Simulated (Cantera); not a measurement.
A diamond (100) surface in a fixed gas of H2 with x(CH4) = 0.0073, x(H) = 0.0032, x(CH3) = 0.00022, at 1225 K; coverages are run to steady state.

Computed with Cantera and the Harris–Goodwin 1993 mechanism for the reconstructed diamond (100) surface.

One state of this run: growth (µm/h) = 0.845; θ c6HH = 0.430; θ c6H* = 0.0407; θ c6*H = 0.496; θ c6** = 0.0305; θ c6HM = 0.00111. θ: site fractions in the mechanism's names (c6HH fully hydrogenated, c6H* and c6*H radical sites, c6** diradical, c6HM methylated).

**Question.** Which value of P (Pa) does it belong to?
A. 2500
B. 6300
C. 990
D. 620

**Answer.** A, 2500
